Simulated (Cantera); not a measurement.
**Counterflow diffusion flame**

A counterflow diffusion flame at 44000 Pa, nozzles 20 mm apart: fuel side 100 % CH₄ at 575 K, oxidiser side 19.0 % O₂, 81.0 % N₂ at 675 K, fuel mass flux 0.76 times the oxidiser's; mixture-averaged transport, no radiation.

Cantera simulation using GRI-Mech 3.0 (53 species, 325 reactions); the numbers are that mechanism's predictions, not measurements. GRI-Mech 3.0 has no aromatics or soot, which form on the fuel side of real flames. The maximum strain rate includes the flame's own expansion and is several times the mean. A flux with no burning solution from the previous one only brackets extinction.

| oxidiser flux (kg/m²/s) | max strain (1/s) | mean strain (1/s) | T max (K) | peak x OH | peak x H | peak x NO | peak x CO | peak x C₂H₂ |
|---|---|---|---|---|---|---|---|---|
| 0.11 | 196 | 52.7 | 2048 | 0.00812 | 0.00659 | 0.000223 | 0.0553 | 0.0134 |
| 0.16 | 277 | 76.6 | 2029 | 0.00788 | 0.00678 | 0.000190 | 0.0546 | 0.0126 |
| 0.24 | 404 | 115 | 2012 | 0.00765 | 0.00700 | 0.000156 | 0.0546 | 0.0117 |
| 0.36 | 588 | 172 | 1988 | 0.00723 | 0.00704 | 0.000118 | 0.0548 | 0.0104 |
| 0.52 | 829 | 249 | 1959 | 0.00668 | 0.00686 | 8.22e-5 | 0.0552 | 0.00887 |
| 0.78 | 1210 | 374 | 1909 | 0.00570 | 0.00613 | 4.34e-5 | 0.0559 | 0.00637 |
x: mole fraction; the columns are a selection and need not sum to one.

At the next flux tried, 1.1 kg/m²/s, no burning solution was found from the previous one.
